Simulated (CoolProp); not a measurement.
A single-stage vapour-compression cycle with the fluid: evaporating at 253.15 K (dew point), condensing at 318.15 K (bubble point), superheat 10 K, subcooling 8 K, compressor efficiency 0.6, no pressure losses. The same conditions are run with several fluids, on thermodynamics alone (safety and materials aside).

Computed with CoolProp (reference Helmholtz-energy equation of state of each fluid (fluoroethane (R161): Wu 2012; ammonia: Gao 2020; R142b: Lemmon 2006; R141b: Lemmon 2006; R236EA: Rui 2013; dimethyl ether: Wu 2011)).

```json
[
 {"fluid": "fluoroethane (R161)", "cooling COP": "1.83", "pressure ratio": "7.23", "discharge temperature (K)": "394.3", "refrigerating effect (kJ/kg)": "292", "volumetric capacity (kJ/m³)": "1440"},
 {"fluid": "ammonia", "cooling COP": "1.80", "pressure ratio": "9.38", "discharge temperature (K)": "529.7", "refrigerating effect (kJ/kg)": "1090", "volumetric capacity (kJ/m³)": "1660"},
 {"fluid": "R142b", "cooling COP": "1.90", "pressure ratio": "9.39", "discharge temperature (K)": "370.6", "refrigerating effect (kJ/kg)": "164", "volumetric capacity (kJ/m³)": "494"},
 {"fluid": "R141b", "cooling COP": "1.98", "pressure ratio": "15.1", "discharge temperature (K)": "385.8", "refrigerating effect (kJ/kg)": "189", "volumetric capacity (kJ/m³)": "105"},
 {"fluid": "R236EA", "cooling COP": "1.80", "pressure ratio": "12.9", "discharge temperature (K)": "343.5", "refrigerating effect (kJ/kg)": "115", "volumetric capacity (kJ/m³)": "248"},
 {"fluid": "dimethyl ether", "cooling COP": "1.89", "pressure ratio": "8.14", "discharge temperature (K)": "388.9", "refrigerating effect (kJ/kg)": "339", "volumetric capacity (kJ/m³)": "919"}
]
```
